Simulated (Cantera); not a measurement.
An adiabatic, constant-volume homogeneous reactor starts with 17.9 % H2, 17.2 % O2, 64.9 % N2, equivalence ratio 0.52, at 1250 K and 10.0 bar.

Cantera simulation using the H2/O2 subset of GRI-Mech 3.0, which has no nitrogen chemistry; the numbers are that mechanism's predictions, not measurements. The hydrogen kinetics of GRI-Mech 3.0 are dated; newer H2 mechanisms differ, most at raised pressure.

Q: Predict: time of steepest temperature rise; temperature at 6.00 s; equilibrium temperature; x(H2) at 6.00 s; x(O2) at 6.00 s; x(OH) at 6.00 s; x(H2O) at 6.00 s; x(HO2) at 6.00 s; x(H) at 6.00 s; x(O) at 6.00 s.

A: 
| Property | Value |
|---|---|
| time of steepest temperature rise | 11.0 µs |
| temperature at 6.00 s | 2704 K |
| equilibrium temperature | 2704 K |
| x(H2) at 6.00 s | 0.00212 (gas-phase equilibrium 0.00212) |
| x(O2) at 6.00 s | 0.0869 (gas-phase equilibrium 0.0869) |
| x(OH) at 6.00 s | 0.0136 (gas-phase equilibrium 0.0136) |
| x(H2O) at 6.00 s | 0.186 (gas-phase equilibrium 0.186) |
| x(HO2) at 6.00 s | 3.47e-5 (gas-phase equilibrium 3.47e-5) |
| x(H) at 6.00 s | 0.000602 (gas-phase equilibrium 0.000602) |
| x(O) at 6.00 s | 0.00245 (gas-phase equilibrium 0.00245) |
